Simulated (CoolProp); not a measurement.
Ethylene along the isotherm 243.7 K: density (kg/m³) from the reference equation and from simpler models built on Tc = 282.4 K, pc = 5.042 MPa, ω = 0.087; each cubic takes its own stable root.

Values from CoolProp's reference Helmholtz-energy equation of state, Smukala 2000.

```csv
p (MPa),phase,reference,van der Waals,Soave-Redlich-Kwong
3.15,liquid,443.0,288.6,405.9
6.3,liquid,454.9,309.3,424.3
9.45,liquid,464.5,[?],[?]
12.6,liquid,[?],332.4,450.0
15.8,liquid,479.9,340.4,460.0
18.9,liquid,486.2,346.9,468.5
22.1,liquid,492.1,352.7,476.3
25.2,liquid,497.3,357.7,483.0
28.4,liquid,502.3,362.2,489.4
31.5,liquid,506.8,[?],[?]
34.7,liquid,511.2,369.9,500.4
37.8,liquid,515.2,373.2,505.2
41,liquid,519.2,[?],[?]
44.1,liquid,522.8,379.1,514.0
47.3,liquid,526.4,381.8,518.1
50.4,liquid,529.7,384.3,521.8
```

### Question
Some entries are withheld; supply them.

### Answer

- 9.45, van der Waals: 322.5
- 9.45, Soave-Redlich-Kwong: 438.4
- 12.6, reference: 472.7
- 31.5, van der Waals: 366.2
- 31.5, Soave-Redlich-Kwong: 495.0
- 41, van der Waals: 376.3
- 41, Soave-Redlich-Kwong: 509.8
